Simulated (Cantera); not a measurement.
A jet of 6.13 % CH₄, 7.44 % O₂, 86.4 % N₂, equivalence ratio 1.6 at 300 K and 0.316 atm hits a platinum plate 7.1 cm away at a mass flux of 0.023 kg/m²/s; the plate temperature is set and raised in steps from an oxygen-covered start.

Detailed kinetics in Cantera: Deutschmann's 1995 Pt surface mechanism with GRI-Mech 3.0 gas chemistry. Catalytic surfaces can have several steady states; this one follows from the mechanism file's or the stated starting coverage.

x: mole fraction at the wall; θ: surface coverage.

```tsv
plate T (K)	wall x CH₄	wall x O₂	wall x H₂O	wall x OH	wall x CO	wall x CO₂	θ free Pt	θ H*	θ CO*	θ C*
900	0.0150	(withheld)	0.0793	<1e-8	0.0483	6.11e-5	0.191	0.00158	0.191	0.616
950	0.00986	(withheld)	0.0766	<1e-8	0.0536	6.66e-5	0.245	0.00252	0.139	0.614
1000	0.00236	(withheld)	0.0723	<1e-8	0.0608	0.000546	0.491	0.00406	0.280	0.225
1050	0.00113	(withheld)	0.0696	<1e-8	0.0598	0.00319	0.690	0.00418	0.259	0.0464
1100	0.000806	(withheld)	0.0651	<1e-8	0.0553	0.00886	0.813	0.00401	0.169	0.0136
```

Q: Some entries are withheld; supply them.

A: 
- 900, wall x O₂: 0.00409
- 950, wall x O₂: 0.00271
- 1000, wall x O₂: 0.000733
- 1050, wall x O₂: 0.000393
- 1100, wall x O₂: 0.000299
